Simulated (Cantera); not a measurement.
Ignition delay

Mixture: 10.2 % CH₄, 18.5 % O₂, 69.4 % N₂, 1.93 % H₂O, at 270000 Pa, adiabatic and at constant pressure. Ignition delay is the time to a rise of 400 K.

Cantera simulation using GRI-Mech 3.0 (53 species, 325 reactions); the numbers are that mechanism's predictions, not measurements.

```tsv
T0 (K)	delay (ms)
1298	5.78
1348	3.18
1398	1.79
1448	1.04
1498	0.613
1548	0.373
1598	0.233
1648	0.150
```

| Property | Value |
|---|---|
| apparent activation energy between 1548 and 1648 K | 190 kJ/mol |
